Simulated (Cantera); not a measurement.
## Gas activation for diamond growth

A perfectly stirred reactor is fed with 3.16 % CH₄, 95.9 % H₂, 0.959 % N₂, at 2670 Pa; it is held at 2225 K, and followed from long to short residence time.

Model: GRI-Mech 3.0 (53 species, 325 reactions), integrated in Cantera. GRI-Mech 3.0 stops at C3 and has no aromatics, soot or wall deposition, so with more carbon than oxygen in the feed, carbon stays in small species such as C2H2 where larger ones or solid carbon would form. Radical loss at walls, strong at low pressure, is not modelled.

```
τ (s)       x CH₄   x H₂    x C₂H₄    x CH₂     x HCN    x C₂H₆
-------  --------  -----  --------  -------  --------  --------
11        6.00e-5  0.938   8.37e-7  2.65e-6  0.000311  7.54e-11
3.4      0.000116  0.940   9.12e-7  4.60e-6  0.000162  2.71e-10
1.1      0.000248  0.944   1.13e-6  7.71e-6   7.82e-5   1.12e-9
0.35     0.000603  0.949   1.85e-6  1.25e-5   3.25e-5   5.71e-9
0.11      0.00155  0.954   4.44e-6  1.91e-5   1.20e-5   3.06e-8
0.036     0.00369  0.956   1.31e-5  2.71e-5   4.17e-6   1.40e-7
0.012     0.00802  0.957   3.76e-5  3.45e-5   1.28e-6   5.25e-7
0.0037     0.0159  0.955   9.04e-5  3.64e-5   2.73e-7   1.51e-6
0.0012     0.0247  0.954  0.000113  2.39e-5   3.33e-8   2.09e-6
0.00039    0.0296  0.956   3.95e-5  5.86e-6  9.80e-10   8.16e-7
0.00012    0.0311  0.958   3.30e-6  6.76e-7  1.12e-11   1.12e-7
```
x: mole fraction; the columns are a selection and need not sum to one.
